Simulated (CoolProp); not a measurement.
Water along the isotherm 540.8 K: fugacity coefficient from the reference equation and from simpler models built on Tc = 647.1 K, pc = 220.6 bar, ω = 0.344; each cubic takes its own stable root.

Model: reference Helmholtz-energy equation of state, Wagner 2002, in CoolProp.

```
p (bar)   phase  reference
-------  ------  ---------
42.4        gas     0.8686
84.9     liquid     0.5295
127      liquid     0.3617
170      liquid     0.2762
212      liquid     0.2263
255      liquid     0.1922
297      liquid     0.1686
339      liquid     0.1508
382      liquid     0.1367
424      liquid     0.1258
467      liquid     0.1166
509      liquid     0.1092
552      liquid     0.1028
```

Question: How far does each simpler model (van der Waals, Redlich-Kwong, Peng-Robinson) lie from the reference over these 13 states: mean and median of the absolute difference, and the worst?

Answer: 
- van der Waals: mean 91.9 %, median 98.6 %, worst +125.5 % at 540.8 K and 552 bar
- Redlich-Kwong: mean 39.3 %, median 41.6 %, worst +50.3 % at 540.8 K and 552 bar
- Peng-Robinson: mean 5.4 %, median 5.5 %, worst +8.9 % at 540.8 K and 552 bar

At some of these states van der Waals gives the other phase, because its saturation line lies elsewhere.
